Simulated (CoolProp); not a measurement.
20 sccm (0 °C, 1 atm) of nitrogen bubbles through liquid ethylbenzene at 305.9 K and leaves saturated at a total pressure of 0.0524 MPa (ideal gas phase). Each further row changes one setting.

Computed with CoolProp (reference Helmholtz-energy equation of state, Zhou 2012).

```csv
case,vapour pressure (kPa),mole fraction of vapour,delivery (mg/min),delivery (sccm),change of delivery for a bath 1 K warmer (%)
as stated,1.97,0.0375,[?],0.780,5.7
bath temperature 310.9 K,2.56,0.0489,[?],1.03,5.6
total pressure 0.105 MPa,1.97,[?],1.81,0.382,5.6
```

Complete the blanks.


- as stated, delivery (mg/min): 3.69
- bath temperature 310.9 K, delivery (mg/min): 4.87
- total pressure 0.105 MPa, mole fraction of vapour: 0.0187
